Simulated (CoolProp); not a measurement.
Vapour-liquid equilibrium of R143a (1) + dimethyl ether (2) at 276 kPa; x and y are mole fractions of (1).

The numbers come from the multi-fluid Helmholtz-energy mixture model, Lemmon and Jacobsen 2000 and Wu 2011; pair parameters Bell 2016 in CoolProp.

| x | bubble temperature, mixture model (°C) | bubble temperature, Raoult's law (°C) | y, mixture model | y, Raoult's law |
|---|---|---|---|---|
| 0.05 | -1.2 | -0.9 | 0.115 | 0.109 |
| 0.15 | -5.1 | -4.3 | 0.301 | 0.294 |
| 0.25 | -8.4 | -7.3 | 0.445 | 0.444 |
| 0.35 | -11.2 | -10.1 | 0.560 | 0.566 |
| 0.45 | -13.7 | -12.7 | 0.654 | 0.667 |
| 0.55 | -15.8 | -15.0 | 0.734 | 0.752 |
| 0.65 | -17.8 | -17.2 | 0.804 | 0.823 |
| 0.75 | -19.6 | -19.2 | 0.866 | 0.884 |
| 0.85 | -21.3 | -21.0 | 0.922 | 0.935 |
| 0.95 | -22.8 | -22.8 | 0.975 | 0.980 |

The largest gap from Raoult's law is -1.1 K in bubble temperature, at x = 0.35. No azeotrope shows between x = 0.05 and 0.95.

The pair parameters rest on a limited set of measurements; away from them the model extrapolates.
